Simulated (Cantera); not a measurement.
Feed: 1 mol B, 1.4 mol O2, 66 mol N2, 0.51 mol NH3, at 13.3 mbar.

Cantera equilibrium calculation (NASA polynomials, part measured and part estimated; ideal gas, pure solids and liquids). Candidate condensed phases: B, BN, B2O3, B3O3H3, H2O; 39 gas species. Gases not in the tables: H3BO3. Kinetics and transport are ignored.

Problem. At 900 °C, list the 5 most abundant gas species with their mole fractions, and the condensed phases.

Solution. N2 0.984, H2O 0.0111, O2 0.00396, HBO2 0.000512, NO 2.43e-5. Condensed: B2O3(l).
